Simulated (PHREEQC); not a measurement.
Consider water at 74 °C with 0.7 mol HCl, 0.005 mol FeSO4 and 0.00099 mol MgSO4 per kg of water. Closed to the air; pH follows from the charge balance.

Computed with PHREEQC (Pitzer model, pitzer.dat).

Precipitation was switched off in this run.

Estimate the pH, density, activity of water.

pH 0.24; density 0.988 g/cm³; activity of water 0.976.

In which forms is S present?

HSO4- 92 %, SO4-2 8.2 % of the S.

At this temperature some constants are extrapolated from 25 °C, and those without enthalpy data are left unchanged.
